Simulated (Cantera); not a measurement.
## Low-pressure radical oxidation in H2/O2

An isothermal, constant-pressure homogeneous reactor starts with H2 : O2 : H2O = 0.35 : 1 : 0.0016 (molar parts), at 1225 K and 0.0132 atm.

Computed with Cantera and the H2/O2 subset of GRI-Mech 3.0, which has no nitrogen chemistry. Radical loss at walls, strong at low pressure, is not modelled. The temperature is held fixed by assumption; the heat of reaction is taken as removed at once.

| t (s) | x H2 | x O2 | x H2O | x H2O2 | x OH | x H |
|---|---|---|---|---|---|---|
| 8.00e-5 | 0.259 | 0.740 | 0.00118 | 2.32e-11 | 7.82e-9 | 2.88e-8 |
| 0.000424 | 0.259 | 0.740 | 0.00120 | 6.92e-10 | 3.87e-6 | 1.24e-5 |
| 0.00225 | 0.0139 | 0.607 | 0.201 | 3.38e-7 | 0.0123 | 0.0872 |
| 0.0119 | 0.00691 | 0.664 | 0.263 | 5.13e-7 | 0.00901 | 0.0245 |
| 0.0632 | 0.000343 | 0.699 | 0.297 | 2.81e-7 | 0.00202 | 0.000241 |
| 0.335 | 1.35e-5 | 0.701 | 0.299 | 5.10e-8 | 0.000407 | 1.95e-6 |
| 1.78 | 1.28e-6 | 0.701 | 0.299 | 9.72e-9 | 0.000126 | 5.82e-8 |
| 9.43 | 1.90e-7 | 0.701 | 0.299 | 2.03e-9 | 4.90e-5 | 3.39e-9 |
| 50.0 | 6.78e-8 | 0.701 | 0.299 | 8.82e-10 | 2.93e-5 | 7.29e-10 |
x: mole fraction; the columns are a selection and need not sum to one.

Equilibrium at this temperature and pressure: H2 6.58e-8, O2 0.701, H2O 0.299, H2O2 8.62e-10, OH 2.88e-5, H 6.97e-10 (gas phase only).
